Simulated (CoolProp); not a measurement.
Vapour-liquid equilibrium of n-hexane (1) + toluene (2) at 289.4 K; x and y are mole fractions of (1).

Model: multi-fluid Helmholtz-energy mixture model, Thol 2019 and Lemmon 2006; pair parameters Bell 2016, in CoolProp.

| x | bubble pressure, mixture model (MPa) | bubble pressure, Raoult's law (MPa) | y, mixture model | y, Raoult's law |
|---|---|---|---|---|
| 0.05 | 0.003384 | 0.002940 | 0.331 | 0.231 |
| 0.125 | 0.004676 | 0.003781 | 0.549 | 0.450 |
| 0.2 | 0.005769 | 0.004623 | 0.661 | 0.588 |
| 0.275 | 0.006716 | 0.005465 | 0.730 | 0.684 |
| 0.35 | 0.007557 | 0.006307 | 0.779 | 0.755 |
| 0.425 | 0.008323 | 0.007149 | 0.816 | 0.809 |
| 0.5 | 0.009040 | 0.007991 | 0.847 | 0.851 |
| 0.575 | 0.009725 | 0.008832 | 0.874 | 0.886 |
| 0.65 | 0.01039 | 0.009674 | 0.898 | 0.914 |
| 0.725 | 0.01106 | 0.01052 | 0.921 | 0.938 |
| 0.8 | 0.01173 | 0.01136 | 0.943 | 0.958 |
| 0.875 | 0.01242 | 0.01220 | 0.964 | 0.976 |
| 0.95 | 0.01312 | 0.01304 | 0.986 | 0.991 |

The largest gap from Raoult's law is +24.8 % in bubble pressure, at x = 0.2. No azeotrope shows between x = 0.05 and 0.95.

The pair parameters rest on a limited set of measurements; away from them the model extrapolates.
